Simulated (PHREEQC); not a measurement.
Consider water at 55 °C with 98 mmol/kgw FeSO4, 0.26 mmol/kgw ZnCl2, 0.75 mmol/kgw H2SO4 and 0.54 mmol/kgw Na2SO4. Closed to the air; pH follows from the charge balance.

Model: ion-association model, phreeqc.dat, run in PHREEQC.

Each row changes one thing in this solution. Precipitation was switched off in this run.

```csv
case,pH,ionic strength (mol/kgw),FeSO4 (mol/kgw),SO4-2 (mol/kgw),Fe+2 (mol/kgw),Na+ (mol/kgw),SI of Melanterite (FeSO4:7H2O),SI of Halite (NaCl)
as made,3.56,0.184,0.0523,0.0456,0.0455,0.00100,-1.83,-8.16
temperature from 55 to 80 °C,3.75,0.165,0.0571,0.0407,0.0407,0.00100,-2.11,-8.18
0.014 mol/kgw NaOH added,8.47,0.192,0.0475,0.0505,0.0384,0.0139,-1.87,-7.02
ZnCl2 from 0.00026 to 0.00039 mol/kgw,3.56,0.184,0.0523,0.0455,0.0456,0.00100,-1.83,-7.99
temperature from 55 to 50 °C,3.52,0.189,0.0512,0.0467,0.0467,0.00100,-1.76,-8.16
```

At this temperature some constants are extrapolated from 25 °C, and those without enthalpy data are left unchanged.
